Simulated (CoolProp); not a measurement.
Vapour-liquid equilibrium of R22 (1) + R115 (2) at 0.988 MPa; x and y are mole fractions of (1).

The numbers come from the multi-fluid Helmholtz-energy mixture model, Kamei 1995 and Lemmon 2016; pair parameters Bell 2016 in CoolProp.

| x | bubble temperature (°C) | y at the bubble point | dew temperature at overall composition x (°C) | liquid density (mol/L) |
|---|---|---|---|---|
| 0.05 | 26.1 | 0.090 | 27.1 | 8.420 |
| 0.125 | 23.6 | 0.194 | 25.2 | 8.721 |
| 0.2 | 22.0 | 0.274 | 23.5 | 9.026 |
| 0.275 | 20.9 | 0.339 | 22.0 | 9.345 |
| 0.35 | 20.2 | 0.398 | 20.8 | 9.686 |
| 0.425 | 19.8 | 0.453 | 20.0 | 10.05 |
| 0.5 | 19.6 | 0.508 | 19.6 | 10.45 |
| 0.575 | 19.6 | 0.565 | 19.6 | 10.87 |
| 0.65 | 19.8 | 0.627 | 19.9 | 11.32 |
| 0.725 | 20.2 | 0.694 | 20.4 | 11.80 |
| 0.8 | 20.8 | 0.768 | 21.1 | 12.31 |
| 0.875 | 21.5 | 0.849 | 21.7 | 12.86 |
| 0.95 | 22.4 | 0.937 | 22.5 | 13.45 |

y crosses x between x = 0.5 and 0.575: the model has an azeotrope there.

Pair parameters are fitted to limited data, so mixtures are less certain than the pure fluids.
